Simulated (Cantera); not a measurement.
Source: NASA polynomial tables (part measured, part estimated), evaluated in Cantera. Values are per mole of reaction as written; species without (g) are pure solids or liquids, kept so even where they would boil at 1 bar.

2 NH₃(g) + 3 Ba + 6 O(g) → N₂(g) + 3 Ba(OH)₂, with ΔH° = -4242.0 kJ and ΔS° = -1025.7 J/K at 300 K.

Problem. How far is the shortcut ΔG° ≈ ΔH°(300 K) − T·ΔS°(300 K) from the full temperature-dependent value at 1098, 1198, 1298, 1398, 1498 K?

Solution. 
| T (K) | shortcut (kJ) | full (kJ) | difference (kJ) | difference in log10 K | condensed phases |
|---|---|---|---|---|---|
| 1098 | -3115.8 | -3193.6 | 77.8 | -3.70 | Ba(l), Ba(OH)₂(l) |
| 1198 | -3013.2 | -3107.7 | 94.5 | -4.12 | Ba(l), Ba(OH)₂(l) |
| 1298 | -2910.6 | -3022.5 | 111.9 | -4.50 | Ba(l), Ba(OH)₂(l) |
| 1398 | -2808.1 | -2938.0 | 129.9 | -4.85 | Ba(l), Ba(OH)₂(l) |
| 1498 | -2705.5 | -2854.1 | 148.6 | -5.18 | Ba(l), Ba(OH)₂(l) |
The shortcut ignores heat capacities and the phase changes listed.
